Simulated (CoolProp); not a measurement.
A closed Brayton cycle with carbon dioxide: compressor inlet 307.15 K and 9.6 MPa, high pressure 20.2 MPa, turbine inlet 985 K, compressor efficiency 0.8, turbine efficiency 0.93, recuperator effectiveness 0 (on enthalpy, no pinch check). Each further row changes one setting.

The numbers come from the reference Helmholtz-energy equation of state, Span 1996 in CoolProp.

```csv
case,thermal efficiency (%),net work (kJ/kg),compressor to turbine work,compressor exit (K),turbine exit (K)
as stated,11.5,107,0.14,325.8,880.8
turbine inlet 935 K,11.6,100,0.15,325.8,834.4
compressor inlet 317.15 K,11.7,100,0.20,355.0,880.8
high pressure 17.2 MPa,9.2,86.1,0.13,321.2,902.7
recuperator effectiveness 0.5,18.5,107,0.14,325.8,880.8
```
